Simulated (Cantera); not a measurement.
## Stirred combustor or abatement burner

A perfectly stirred reactor is fed with 5.50 % CH4, 0.605 % CO, 24.0 % O2, 69.9 % N2, equivalence ratio 0.47, at 9.50 bar; it is adiabatic with a 750 K inlet, and is followed from long to short residence time, starting on the burning branch (τ in s: 0.049, 0.017, 0.0062, 0.0022, 0.00078, 0.00027, 9.7e-05, 3.4e-05, 1.2e-05, 4.3e-06).

Cantera simulation using GRI-Mech 3.0 (53 species, 325 reactions); the numbers are that mechanism's predictions, not measurements.

```
τ (s)    T (K)     x CH4      x CO   x O2     x OH    x HCN   x H2O2    x HCO
-------  -----  --------  --------  -----  -------  -------  -------  -------
0.049     1983   2.35e-6  0.000108  0.127  0.00103  1.50e-8  2.20e-7  2.47e-9
0.017     1983   6.38e-6  0.000183  0.127  0.00108  1.58e-8  2.33e-7  7.11e-9
0.0062    1981   1.55e-5  0.000360  0.128  0.00119  1.69e-8  2.64e-7  1.94e-8
0.0022    1976   3.54e-5  0.000765  0.128  0.00141  1.93e-8  3.32e-7  5.47e-8
0.00078   1966   7.59e-5   0.00163  0.128  0.00176  2.39e-8  4.63e-7  1.56e-7
0.00027   1946  0.000164   0.00351  0.129  0.00220  3.17e-8  6.93e-7  4.58e-7
9.7e-5    1906  0.000375   0.00753  0.131  0.00252  4.35e-8  1.07e-6  1.31e-6
3.4e-5     750    0.0550   0.00605  0.240   <1e-12   <1e-12   <1e-12   <1e-12
1.2e-5     750    0.0550   0.00605  0.240   <1e-12   <1e-12   <1e-12   <1e-12
4.3e-6     750    0.0550   0.00605  0.240   <1e-12   <1e-12   <1e-12   <1e-12
```
x: mole fraction; the columns are a selection and need not sum to one.
